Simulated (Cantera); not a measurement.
An isothermal, constant-pressure homogeneous reactor starts with H2 : O2 = 0.18 : 1 (molar parts), at 1448 K and 0.975 Torr.

Cantera simulation using GRI-Mech 3.0 (53 species, 325 reactions); the numbers are that mechanism's predictions, not measurements. Radical loss at walls, strong at low pressure, is not modelled. The temperature is held fixed by assumption; the heat of reaction is taken as removed at once.

One state of this run: x H2 = 0.00610; x O2 = 0.743; x H2O = 0.122; x HO2 = 4.04e-7; x OH = 0.0160; x H = 0.0336; x H2O2 = 1.37e-8. x: mole fraction; the columns are a selection and need not sum to one.

Task: Which value of t (s) does it belong to?
(A) 0.00124
(B) 0.206
(C) 0.00680
(D) 2.00

Result: B, 0.206
